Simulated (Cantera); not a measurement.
What does this Cantera script print?

```python
import numpy as np
import cantera as ct

gas_names = """
    CL CLO CL2 O O2 O3 Si SiCL SiCL2 SiCL3 SiCL4 SiO SiO2 Si2 Si3 Ti TiCL TiCL2 TiCL3 TiCL4 TiO TiOCL
    TiOCL2 TiO2
""".split()
cond_names = """
    Si(cr) Si(L) SiO2(Lqz) SiO2(hqz) SiO2(L) Ti(a) Ti(b) Ti(L) TiCL2(s) TiCL3(s) TiCL4(L) TiO(a) TiO(b)
    TiO(L) TiO2(ru) TiO2(L) Ti2O3(a) Ti2O3(b) Ti2O3(L) Ti3O5(a) Ti3O5(b) Ti3O5(L) Ti4O7(s) Ti4O7(L)
""".split()


# ... load() reads the species with a 1 bar reference pressure and builds the phases ...
atoms = {
    'TiO2': {'Ti': 1, 'O': 2},
    'SiCl4': {'Si': 1, 'CL': 4},
    'O2': {'O': 2},
}
top_T = {'TiCL2(s)': 1300, 'TiCL3(s)': 1000}  # K; cautious upper limits of use, not melting points


# ... equilibrate(T, P, feed) seeds the gas with the atoms and calls Mixture.equilibrate('TP', solver="vcs", rtol=1e-11, max_steps=5000) ...
results = []
T = 1525  # K
P = 1333.22  # Pa
for m in [0.9, 1.1, 1.3, 1.6, 1.9, 2.3, 2.8, 3.4, 4.1, 5, 6, 7.3]:
    feed = {'TiO2': 1, 'SiCl4': 2.5, 'O2': m}  # mol
    mix = equilibrate(T, P, feed)
    results.append((T, P, feed, dict(zip(mix.species_names, mix.species_moles))))
    x = sorted(zip(gas.X, gas.species_names), reverse=True)
    print(f"T = {T:g} K  P = {P:g} Pa  n(O2) = {m:g} mol  gas = {mix.phase_moles(0):.4g} mol")
    print("   x: " + "  ".join(f"{s} {v:.3e}" for v, s in x if v > 1e-06))
    print("   condensed (mol): " + ("  ".join(f"{mix.phase(i).name} {mix.phase_moles(i):.4g}"
          for i in range(1, mix.n_phases) if mix.phase_moles(i) > 1e-12) or "none"))
```

It prints:

```
T = 1525 K  P = 1333.22 Pa  n(O2) = 0.9 mol  gas = 4.047 mol
   x: CL 3.191e-01  CL2 2.856e-01  TiCL4 2.467e-01  SiCL4 1.482e-01  TiCL3 4.160e-04  SiCL3 1.046e-04  TiOCL2 4.068e-06
   condensed (mol): SiO2(hqz) 1.9
T = 1525 K  P = 1333.22 Pa  n(O2) = 1.1 mol  gas = 4.351 mol
   x: CL 3.448e-01  CL2 3.335e-01  TiCL4 2.295e-01  SiCL4 9.188e-02  TiCL3 3.581e-04  SiCL3 6.003e-05  TiOCL2 4.805e-06  O2 1.187e-06  CLO 1.034e-06
   condensed (mol): SiO2(hqz) 2.1
T = 1525 K  P = 1333.22 Pa  n(O2) = 1.3 mol  gas = 4.652 mol
   x: CL2 3.760e-01  CL 3.661e-01  TiCL4 2.146e-01  SiCL4 4.297e-02  TiCL3 3.154e-04  SiCL3 2.644e-05  TiOCL2 6.571e-06  O2 3.227e-06  CLO 1.809e-06
   condensed (mol): SiO2(hqz) 2.3
T = 1525 K  P = 1333.22 Pa  n(O2) = 1.6 mol  gas = 5.099 mol
   x: CL2 4.302e-01  CL 3.916e-01  TiCL4 1.768e-01  O2 8.227e-04  TiCL3 2.429e-04  SiCL4 2.206e-04  TiOCL2 7.556e-05  CLO 3.090e-05  O 1.407e-06
   condensed (mol): SiO2(hqz) 2.499  TiO2(ru) 0.09666
T = 1525 K  P = 1333.22 Pa  n(O2) = 1.9 mol  gas = 5.543 mol
   x: CL2 4.763e-01  CL 4.121e-01  TiCL4 1.096e-01  O2 1.628e-03  TiCL3 1.431e-04  SiCL4 1.367e-04  TiOCL2 5.948e-05  CLO 4.574e-05  O 1.979e-06
   condensed (mol): SiO2(hqz) 2.499  TiO2(ru) 0.3914
T = 1525 K  P = 1333.22 Pa  n(O2) = 2.3 mol  gas = 6.123 mol
   x: CL2 5.238e-01  CL 4.321e-01  TiCL4 3.824e-02  O2 5.641e-03  CLO 8.930e-05  SiCL4 4.771e-05  TiCL3 4.761e-05  TiOCL2 3.514e-05  O 3.684e-06
   condensed (mol): SiO2(hqz) 2.5  TiO2(ru) 0.7654
T = 1525 K  P = 1333.22 Pa  n(O2) = 2.8 mol  gas = 6.749 mol
   x: CL2 5.173e-01  CL 4.294e-01  O2 4.865e-02  TiCL4 4.324e-03  CLO 2.606e-04  TiOCL2 1.182e-05  O 1.082e-05  TiCL3 5.417e-06  SiCL4 5.395e-06
   condensed (mol): SiO2(hqz) 2.5  TiO2(ru) 0.9707
T = 1525 K  P = 1333.22 Pa  n(O2) = 3.4 mol  gas = 7.413 mol
   x: CL2 4.674e-01  CL 4.082e-01  O2 1.226e-01  TiCL4 1.401e-03  CLO 3.933e-04  O 1.718e-05  TiOCL2 6.725e-06  TiCL3 1.846e-06  SiCL4 1.748e-06
   condensed (mol): SiO2(hqz) 2.5  TiO2(ru) 0.9896
T = 1525 K  P = 1333.22 Pa  n(O2) = 4.1 mol  gas = 8.177 mol
   x: CL2 4.171e-01  CL 3.856e-01  O2 1.961e-01  TiCL4 6.973e-04  CLO 4.698e-04  O 2.172e-05  TiOCL2 4.745e-06
   condensed (mol): SiO2(hqz) 2.5  TiO2(ru) 0.9943
T = 1525 K  P = 1333.22 Pa  n(O2) = 5 mol  gas = 9.151 mol
   x: CL2 3.650e-01  CL 3.607e-01  O2 2.733e-01  CLO 5.189e-04  TiCL4 3.833e-04  O 2.564e-05  TiOCL2 3.518e-06
   condensed (mol): SiO2(hqz) 2.5  TiO2(ru) 0.9965
T = 1525 K  P = 1333.22 Pa  n(O2) = 6 mol  gas = 10.23 mol
   x: O2 3.422e-01  CL 3.375e-01  CL2 3.195e-01  CLO 5.432e-04  TiCL4 2.345e-04  O 2.870e-05  TiOCL2 2.751e-06
   condensed (mol): SiO2(hqz) 2.5  TiO2(ru) 0.9976
T = 1525 K  P = 1333.22 Pa  n(O2) = 7.3 mol  gas = 11.61 mol
   x: O2 4.131e-01  CL 3.124e-01  CL2 2.737e-01  CLO 5.524e-04  TiCL4 1.426e-04  O 3.153e-05  TiOCL2 2.146e-06
   condensed (mol): SiO2(hqz) 2.5  TiO2(ru) 0.9983
```

These are equilibrium values from Cantera (NASA tables, ideal gas, pure condensed phases), not measurements of a reactor. Mutual solubility and eutectic melting of coexisting phases are not modelled. The tables' values for SiCl3 are old estimates; treat these amounts as uncertain. The tables hold silica as quartz up to 1696 K and as liquid above; real silica turns to tridymite and cristobalite and melts near 1996 K. Condensed phases not in the tables: alloys, solid solutions and most ternary compounds.
